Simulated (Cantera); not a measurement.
Input: 1 mol Si, 0.3 mol CO₂, 3.1 mol N₂, held at 4.60 mbar.

Equilibrium computed with Cantera from the NASA thermochemical tables; the gas is ideal and each condensed phase is pure. Candidate condensed phases: C, Si, SiC, SiO₂, Si₂N₂O, Si₃N₄; 34 gas species. N₂ is the only nitrogen source here; it is nearly inert below about 1500 K, so the nitride shown seldom forms there in practice. Mutual solubility and eutectic melting of coexisting phases are not modelled. Equilibrium is a limit: real reactors are often held back by kinetics, nucleation or transport.

x: gas mole fraction; n: condensed amount in mol.

```csv
T (K),x N₂,x CO,x CO₂,x SiO,n C(graphite),n SiO₂(β-quartz),n Si₂N₂O(s)
1023,0.978,0.0220,7.95e-7,…,0.241,0.0275,0.486
1048,0.964,0.0360,1.32e-6,…,0.203,0.00192,0.499
1073,0.963,0.0370,8.88e-7,…,0.200,0,0.500
1098,0.963,0.0370,5.76e-7,…,0.200,0,0.500
1123,0.963,0.0370,3.81e-7,…,0.200,0,0.500
1148,0.963,0.0370,2.57e-7,…,0.200,0,0.500
1173,0.963,0.0370,1.76e-7,…,0.200,0,0.500
1198,0.963,0.0370,1.23e-7,…,0.200,0,0.500
1223,0.963,0.0370,8.68e-8,…,0.200,0,0.500
1248,0.963,0.0370,6.23e-8,…,0.200,0,0.500
```

Some entries are withheld; supply them.


- 1023, x SiO: 1.77e-11
- 1048, x SiO: 7.43e-11
- 1073, x SiO: 2.32e-10
- 1098, x SiO: 6.78e-10
- 1123, x SiO: 1.89e-9
- 1148, x SiO: 5.01e-9
- 1173, x SiO: 1.28e-8
- 1198, x SiO: 3.13e-8
- 1223, x SiO: 7.38e-8
- 1248, x SiO: 1.68e-7
